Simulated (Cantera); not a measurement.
Feed: 1 mol CO, 0.2 mol H2O, 1 mol N2, held at 2600 Pa.

These are equilibrium values from Cantera (NASA tables, ideal gas, pure condensed phases), not measurements of a reactor. Candidate condensed phases: C, C6H6, C7H8, C8H18, H2O; 136 gas species. Equilibrium is a limit: real reactors are often held back by kinetics, nucleation or transport.

log p: log10 of the partial pressure in bar; nothing condenses.

| T (°C) | log p N2 | log p CO | log p CO2 | log p H2 | log p H2O | log p H | log p OH |
|---|---|---|---|---|---|---|---|
| 727 | -1.93 | -2.01 | -2.69 | -2.69 | -3.52 | -9.99 | ___ |
| 827 | -1.93 | -2.01 | -2.71 | -2.71 | -3.40 | -8.94 | ___ |
| 927 | -1.93 | -2.00 | -2.73 | -2.73 | -3.31 | -8.07 | ___ |
| 1027 | -1.93 | -2.00 | -2.75 | -2.75 | -3.25 | -7.33 | ___ |
| 1127 | -1.93 | -2.00 | -2.76 | -2.76 | -3.19 | -6.69 | ___ |
| 1227 | -1.93 | -1.99 | -2.78 | -2.78 | -3.15 | -6.14 | ___ |
| 1327 | -1.93 | -1.99 | -2.79 | -2.79 | -3.12 | -5.66 | ___ |
| 1427 | -1.93 | -1.99 | -2.81 | -2.81 | -3.09 | -5.24 | ___ |
| 1527 | -1.93 | -1.99 | -2.82 | -2.82 | -3.07 | -4.86 | ___ |
| 1627 | -1.93 | -1.99 | -2.83 | -2.83 | -3.05 | -4.52 | ___ |
| 1727 | -1.93 | -1.98 | -2.84 | -2.85 | -3.04 | -4.21 | ___ |
| 1827 | -1.93 | -1.98 | -2.85 | -2.86 | -3.03 | -3.94 | ___ |
| 1927 | -1.93 | -1.98 | -2.86 | -2.88 | -3.03 | -3.69 | ___ |
| 2027 | -1.93 | -1.98 | -2.86 | -2.91 | -3.04 | -3.47 | ___ |

Question: Fill in the missing entries.

Answer: 
- 727, log p OH: -13.47
- 827, log p OH: -11.99
- 927, log p OH: -10.75
- 1027, log p OH: -9.71
- 1127, log p OH: -8.83
- 1227, log p OH: -8.06
- 1327, log p OH: -7.39
- 1427, log p OH: -6.81
- 1527, log p OH: -6.29
- 1627, log p OH: -5.82
- 1727, log p OH: -5.41
- 1827, log p OH: -5.03
- 1927, log p OH: -4.69
- 2027, log p OH: -4.39
